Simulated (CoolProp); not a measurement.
CF4 (R14) at 407.07 K and 9.33 MPa is throttled through a valve to 1.66 MPa with no heat exchange. Each further row changes one setting.

The numbers come from the reference Helmholtz-energy equation of state, Platzer 1990 in CoolProp. This equation is an older, rougher fit; its heat capacities, sound speeds and derivatives of the liquid may be far off and weren't checked against measurements.

```
case                       temperature change (K)  final density (kg/m³)
-------------------------  ----------------------  ---------------------
as stated                                   -18.3                   46.0
outlet pressure 0.498 MPa                     ___                    ___
outlet pressure 2.16 MPa                      ___                    ___
```

Question: Some entries are withheld; supply them.

Answer: 
- outlet pressure 0.498 MPa, temperature change (K): -21.7
- outlet pressure 0.498 MPa, final density (kg/m³): 13.8
- outlet pressure 2.16 MPa, temperature change (K): -16.9
- outlet pressure 2.16 MPa, final density (kg/m³): 59.9
